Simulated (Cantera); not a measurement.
A closed system holds: 1 mol Si, 1.8 mol H2O, 750 mol H2, equilibrated at 10000 Pa.

Cantera equilibrium calculation (NASA polynomials, part measured and part estimated; ideal gas, pure solids and liquids). Candidate condensed phases: H2O, Si, SiO2; 18 gas species. Mutual solubility and eutectic melting of coexisting phases are not modelled. The tables hold silica as quartz up to 1696 K and as liquid above; real silica turns to tridymite and cristobalite and melts near 1996 K. Rates play no part.

What share of the Si ends up in condensed phases as a function of T (K), at 1348, 1423, 1498, 1573, 1648, 1723, 1798, 1873, 1948?


| T (K) | Si condensed (%) | as |
|---|---|---|
| 1348 | 82.3 | Si(s) + SiO2(β-quartz) |
| 1423 | 79.6 | SiO2(β-quartz) |
| 1498 | 76.2 | SiO2(β-quartz) |
| 1573 | 61.3 | SiO2(β-quartz) |
| 1648 | 20.6 | SiO2(β-quartz) |
| 1723 | 0.0 | - |
| 1798 | 0.0 | - |
| 1873 | 0.0 | - |
| 1948 | 0.0 | - |
